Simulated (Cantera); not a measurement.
Feed: 1 mol PH3, 0.071 mol H2O, 0.038 mol O2, held at 750 Torr.

These are equilibrium values from Cantera (NASA tables, ideal gas, pure condensed phases), not measurements of a reactor. Candidate condensed phases: H2O, P, P4O10; 17 gas species. Gases not in the tables: HPO2, HPO3 and P4O6. Kinetics and transport are ignored.

Question: At 2300 °C, list the 4 most abundant gas species with their mole fractions, and the condensed phases.

Answer: H2 0.693, P2 0.204, PO 0.0467, H 0.0286. Condensed: gas only.
